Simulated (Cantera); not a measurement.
Feed: 1 mol SiO2, 1.8 mol CO, 14 mol N2, at 25.0 Pa.

Cantera equilibrium calculation (NASA polynomials, part measured and part estimated; ideal gas, pure solids and liquids). Candidate condensed phases: C, Si, SiC, SiO2, Si2N2O, Si3N4; 34 gas species. The tables hold silica as quartz up to 1696 K and as liquid above; real silica turns to tridymite and cristobalite and melts near 1996 K. Kinetics and transport are ignored.

**Question.** Which condensed phases are stable at each of these points (T (K)): 1450, 1500, 1550, 1600, 1650, 1700, 1750, 1800?

**Answer.** 
```json
[
 {"T (K)": "1450", "condensed phases": "SiO2(β-quartz)", "Si condensed (%)": "99.6"},
 {"T (K)": "1500", "condensed phases": "SiO2(β-quartz)", "Si condensed (%)": "99.1"},
 {"T (K)": "1550", "condensed phases": "SiO2(β-quartz)", "Si condensed (%)": "98.3"},
 {"T (K)": "1600", "condensed phases": "SiO2(β-quartz)", "Si condensed (%)": "96.9"},
 {"T (K)": "1650", "condensed phases": "SiO2(β-quartz)", "Si condensed (%)": "94.5"},
 {"T (K)": "1700", "condensed phases": "SiO2(condensed)", "Si condensed (%)": "90.6"},
 {"T (K)": "1750", "condensed phases": "SiO2(condensed)", "Si condensed (%)": "84.7"},
 {"T (K)": "1800", "condensed phases": "SiO2(condensed)", "Si condensed (%)": "76.0"}
]
```

From 1450 K to 1650 K the condensed part is SiO2(β-quartz). From 1700 K to 1800 K the condensed part is SiO2(condensed).
